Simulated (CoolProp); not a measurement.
R1132(E) along the isobar 6.5 MPa: Z from the reference equation and from simpler models built on Tc = 75.7 °C, pc = 5.174 MPa, ω = 0.245; each cubic takes its own stable root.

Values from CoolProp's reference Helmholtz-energy equation of state, Akasaka 2024.

```json
[
 {"T (°C)": "42.45", "phase": "liquid", "reference": "___", "van der Waals": "0.2851", "Redlich-Kwong": "___", "Soave-Redlich-Kwong": "0.2075"},
 {"T (°C)": "50.95", "phase": "liquid", "reference": "0.1830", "van der Waals": "___", "Redlich-Kwong": "0.2208", "Soave-Redlich-Kwong": "0.2139"},
 {"T (°C)": "59.35", "phase": "liquid", "reference": "0.1880", "van der Waals": "0.2932", "Redlich-Kwong": "0.2294", "Soave-Redlich-Kwong": "0.2234"},
 {"T (°C)": "67.75", "phase": "liquid", "reference": "0.1963", "van der Waals": "0.3012", "Redlich-Kwong": "0.2424", "Soave-Redlich-Kwong": "0.2382"},
 {"T (°C)": "76.25", "phase": "supercritical", "reference": "0.2124", "van der Waals": "0.3144", "Redlich-Kwong": "0.2643", "Soave-Redlich-Kwong": "0.2648"},
 {"T (°C)": "84.65", "phase": "supercritical", "reference": "0.2641", "van der Waals": "___", "Redlich-Kwong": "0.3089", "Soave-Redlich-Kwong": "0.3280"},
 {"T (°C)": "93.05", "phase": "supercritical", "reference": "0.4283", "van der Waals": "0.3880", "Redlich-Kwong": "0.4187", "Soave-Redlich-Kwong": "0.4672"},
 {"T (°C)": "101.55", "phase": "supercritical", "reference": "0.5326", "van der Waals": "0.4832", "Redlich-Kwong": "0.5182", "Soave-Redlich-Kwong": "___"},
 {"T (°C)": "109.95", "phase": "supercritical", "reference": "0.5976", "van der Waals": "0.5558", "Redlich-Kwong": "0.5809", "Soave-Redlich-Kwong": "0.6215"},
 {"T (°C)": "118.45", "phase": "supercritical", "reference": "0.6462", "van der Waals": "0.6063", "Redlich-Kwong": "0.6277", "Soave-Redlich-Kwong": "0.6680"},
 {"T (°C)": "126.85", "phase": "supercritical", "reference": "0.6845", "van der Waals": "0.6444", "Redlich-Kwong": "___", "Soave-Redlich-Kwong": "0.7050"}
]
```

Some entries are withheld; supply them.


- 42.45, reference: 0.1800
- 42.45, Redlich-Kwong: 0.2148
- 50.95, van der Waals: 0.2881
- 84.65, van der Waals: 0.3377
- 101.55, Soave-Redlich-Kwong: 0.5606
- 126.85, Redlich-Kwong: 0.6644
